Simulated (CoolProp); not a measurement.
Vapour-liquid equilibrium of diethyl ether (1) + n-hexane (2) at 327.2 K; x and y are mole fractions of (1).

The numbers come from the multi-fluid Helmholtz-energy mixture model, Thol 2014 and Thol 2019; pair parameters Bell 2016 in CoolProp.

| x | bubble pressure (MPa) | y at the bubble point | dew pressure at overall composition x (MPa) | liquid density (mol/L) |
|---|---|---|---|---|
| 0.05 | 0.07116 | 0.162 | 0.06487 | 7.354 |
| 0.125 | 0.08322 | 0.332 | 0.06896 | 7.463 |
| 0.2 | 0.09426 | 0.454 | 0.07356 | 7.576 |
| 0.275 | 0.1046 | 0.546 | 0.07876 | 7.693 |
| 0.35 | 0.1143 | 0.621 | 0.08467 | 7.814 |
| 0.425 | 0.1237 | 0.684 | 0.09143 | 7.940 |
| 0.5 | 0.1329 | 0.739 | 0.09918 | 8.071 |
| 0.575 | 0.1420 | 0.788 | 0.1081 | 8.207 |
| 0.65 | 0.1510 | 0.833 | 0.1184 | 8.347 |
| 0.725 | 0.1600 | 0.873 | 0.1304 | 8.493 |
| 0.8 | 0.1691 | 0.911 | 0.1443 | 8.645 |
| 0.875 | 0.1782 | 0.946 | 0.1604 | 8.802 |
| 0.95 | 0.1875 | 0.979 | 0.1792 | 8.965 |

No azeotrope shows between x = 0.05 and 0.95.

The pair parameters rest on a limited set of measurements; away from them the model extrapolates.
